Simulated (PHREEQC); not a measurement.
A solution holds 0.0094 mol/kgw Ca(OH)2, 0.004 mol/kgw LiF and 0.12 mol/kgw NaBr, at 15 °C and 100 atm. Closed to the air; pH follows from the charge balance.

All values are PHREEQC results (ion-association model, wateq4f.dat), not measurements.

The pH comes out as 12.42, the ionic strength is 0.149 mol/kgw and the total alkalinity is 18.8 meq/kg.

```csv
species,molality,activity,log γ
Br-,0.120,0.0917,-0.117
Na+,0.120,0.0916,-0.117
OH-,0.0172,0.0126,-0.134
Ca+2,0.00769,0.00274,-0.448
Li+,0.00400,0.00311,-0.110
F-,0.00379,0.00279,-0.134
CaOH+,0.00164,0.00127,-0.110
NaF,0.000142,0.000147,0.015
CaF+,6.79e-5,5.23e-5,-0.114
```

This is a speciation only: nothing precipitates in the calculation. Under pressure, the constants of complexes without a molar volume in the database are unreliable.
